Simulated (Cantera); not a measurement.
Cantera run:

```python
import numpy as np
import cantera as ct

gas_names = """
    H HO2 H2 H2O H2O2 O OH O2 O3 V VO VO2
""".split()
cond_names = """
    H2O(s) H2O(L) V(cr) V(L) VO(s) VO(L) V2O3(s) V2O3(L) V2O4(I) V2O4(II) V2O4(L) V2O5(s) V2O5(L)
""".split()


# ... load() reads the species with a 1 bar reference pressure and builds the phases ...
atoms = {
    'V2O3': {'V': 2, 'O': 3},
    'H2': {'H': 2},
    'H2O': {'H': 2, 'O': 1},
}
top_T = {}  # K; cautious upper limits of use, not melting points


# ... equilibrate(T, P, feed) seeds the gas with the atoms and calls Mixture.equilibrate('TP', solver="vcs", rtol=1e-11, max_steps=5000) ...
results = []
T = 1648  # K
P = 1000  # Pa
for m in [0.038, 0.087, 0.2, 0.45, 1, 2.3, 5.3]:
    feed = {'V2O3': 1, 'H2': 200, 'H2O': m}  # mol
    mix = equilibrate(T, P, feed)
    results.append((T, P, feed, dict(zip(mix.species_names, mix.species_moles))))
    x = sorted(zip(gas.X, gas.species_names), reverse=True)
    print(f"T = {T:g} K  P = {P:g} Pa  n(H2O) = {m:g} mol  gas = {mix.phase_moles(0):.4g} mol")
    print("   x: " + "  ".join(f"{s} {v:.3e}" for v, s in x if v > 0.001))
    print("   condensed (mol): " + ("  ".join(f"{mix.phase(i).name} {mix.phase_moles(i):.4g}"
          for i in range(1, mix.n_phases) if mix.phase_moles(i) > 1e-12) or "none"))
```

It prints:

```
T = 1648 K  P = 1000 Pa  n(H2O) = 0.038 mol  gas = 200.1 mol
   x: H2 9.939e-01  H2O 5.185e-03
   condensed (mol): VO(s) 2
T = 1648 K  P = 1000 Pa  n(H2O) = 0.087 mol  gas = 200.2 mol
   x: H2 9.937e-01  H2O 5.429e-03
   condensed (mol): VO(s) 2
T = 1648 K  P = 1000 Pa  n(H2O) = 0.2 mol  gas = 200.3 mol
   x: H2 9.931e-01  H2O 5.990e-03
   condensed (mol): VO(s) 2
T = 1648 K  P = 1000 Pa  n(H2O) = 0.45 mol  gas = 200.5 mol
   x: H2 9.919e-01  H2O 7.229e-03
   condensed (mol): VO(s) 2
T = 1648 K  P = 1000 Pa  n(H2O) = 1 mol  gas = 201.1 mol
   x: H2 9.915e-01  H2O 7.649e-03
   condensed (mol): VO(s) 1.077  V2O3(s) 0.4614
T = 1648 K  P = 1000 Pa  n(H2O) = 2.3 mol  gas = 202.4 mol
   x: H2 9.877e-01  H2O 1.136e-02
   condensed (mol): V2O3(s) 0.9998
T = 1648 K  P = 1000 Pa  n(H2O) = 5.3 mol  gas = 205.4 mol
   x: H2 9.733e-01  H2O 2.580e-02
   condensed (mol): V2O3(s) 0.9997
```

Equilibrium computed with Cantera from the NASA thermochemical tables; the gas is ideal and each condensed phase is pure. Mutual solubility and eutectic melting of coexisting phases are not modelled. VO: taken at fixed stoichiometry. Condensed phases not in the tables: the oxides between V2O3 and V2O5 other than VO2.
